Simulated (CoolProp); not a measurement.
A closed Brayton cycle with dry air: compressor inlet 325.15 K and 3.7 MPa, high pressure 10.4 MPa, turbine inlet 915 K, compressor efficiency 0.89, turbine efficiency 0.9, recuperator effectiveness 0.95 (on enthalpy, no pinch check). Each further row changes one setting.

The numbers come from the reference Helmholtz-energy equation of state, Lemmon 2000 in CoolProp. It is a pseudo-pure fit of the blend.

| case | thermal efficiency (%) | net work (kJ/kg) | compressor to turbine work | compressor exit (K) | turbine exit (K) |
|---|---|---|---|---|---|
| as stated | 38.3 | 91.0 | 0.59 | 451.6 | 720.3 |
| turbine inlet 865 K | 35.4 | 78.8 | 0.62 | 451.6 | 679.3 |
| compressor inlet 335.15 K | … | … | 0.60 | 465.2 | 720.3 |
| high pressure 8.84 MPa | 39.8 | 83.1 | 0.56 | … | … |
| recuperator effectiveness 0.5 | … | 91.0 | 0.59 | 451.6 | 720.3 |

### Question
Some entries are withheld; supply them.

### Answer

- compressor inlet 335.15 K, thermal efficiency (%): 36.8
- compressor inlet 335.15 K, net work (kJ/kg): 86.9
- high pressure 8.84 MPa, compressor exit (K): 429.2
- high pressure 8.84 MPa, turbine exit (K): 748.1
- recuperator effectiveness 0.5, thermal efficiency (%): 24.9
